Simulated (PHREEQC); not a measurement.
Consider water at 75 °C with 0.62 mol HF and 0.03 mol NaF per kg of water. Closed to the air; pH follows from the charge balance.

Computed with PHREEQC (ion-association model, phreeqc.dat).

This is a speciation only: nothing precipitates in the calculation.

Q: Order these F species by the share of F that they hold, largest first: F-, HF2-, HF.

A: HF (88 %), HF2- (10 %), F- (2.0 %)

The pH is 1.86 and the ionic strength 0.0460 mol/kgw. Constants without temperature data keep their 25 °C values here.
